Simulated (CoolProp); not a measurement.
Hexamethyldisiloxane (MM) along the isotherm 620 K: fugacity coefficient from the reference equation and from simpler models built on Tc = 518.7 K, pc = 1.931 MPa, ω = 0.418; each cubic takes its own stable root.

Computed with CoolProp (reference Helmholtz-energy equation of state, Thol 2016).

```csv
p (MPa),phase,reference
0.69,gas,0.9351
1.38,gas,0.8738
2.07,supercritical,0.8167
2.76,supercritical,0.7642
3.45,supercritical,0.7164
4.14,supercritical,0.6731
4.83,supercritical,0.6348
5.52,supercritical,0.6017
6.21,supercritical,0.5739
6.9,supercritical,0.5509
7.59,supercritical,0.5320
8.28,supercritical,0.5165
8.97,supercritical,0.5038
9.66,supercritical,0.4935
```

Problem. How far does each simpler model (Redlich-Kwong, Soave-Redlich-Kwong, Peng-Robinson) lie from the reference over these 14 states: mean and median of the absolute difference, and the worst?

Solution. 
- Redlich-Kwong: mean 5.8 %, median 7.3 %, worst -8.1 % at 620 K and 9.66 MPa
- Soave-Redlich-Kwong: mean 5.2 %, median 5.1 %, worst +9.7 % at 620 K and 9.66 MPa
- Peng-Robinson: mean 0.8 %, median 0.8 %, worst -1.6 % at 620 K and 4.14 MPa
